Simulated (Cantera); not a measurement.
A closed system holds: 1 mol MgF2, a varied amount of H2O, 14 mol N2, held at 852 °C and 13.3 mbar.

Method: chemical equilibrium by Gibbs-energy minimisation in Cantera with the NASA 1993 tables (ideal gas, pure condensed phases). Candidate condensed phases: H2O, Mg, MgF2, MgO, Mg(OH)2; 50 gas species. Mutual solubility and eutectic melting of coexisting phases are not modelled. The numbers say what is thermodynamically allowed, not how fast it happens.

log p: log10 of the partial pressure in bar; n: condensed amount in mol.

```csv
n(H2O) (mol),log p N2,log p H2O,log p HF,log p H2,n MgF2(s),n MgO(s)
2.5,-1.96,-2.78,-3.20,-7.48,0.597,…
2.9,-1.97,-2.72,-3.17,-7.44,0.558,…
3.5,-1.98,-2.65,-3.13,-7.40,0.502,…
4.2,-2.00,-2.59,-3.10,-7.35,0.440,…
5,-2.02,-2.53,-3.07,-7.31,0.372,…
6,-2.05,-2.47,-3.04,-7.27,0.291,…
7.2,-2.07,-2.41,-3.01,-7.24,0.196,…
8.6,-2.10,-2.36,-2.99,-7.20,0.0893,…
10,-2.13,-2.32,-2.97,-7.18,0,1.000
12,-2.16,-2.27,-3.01,-7.14,0,1.000
15,-2.21,-2.21,-3.05,-7.10,0,1.000
18,-2.25,-2.16,-3.09,-7.08,0,1.000
```

Some entries are withheld; supply them.


- 2.5, n MgO(s): 0.403
- 2.9, n MgO(s): 0.442
- 3.5, n MgO(s): 0.498
- 4.2, n MgO(s): 0.560
- 5, n MgO(s): 0.627
- 6, n MgO(s): 0.709
- 7.2, n MgO(s): 0.804
- 8.6, n MgO(s): 0.911
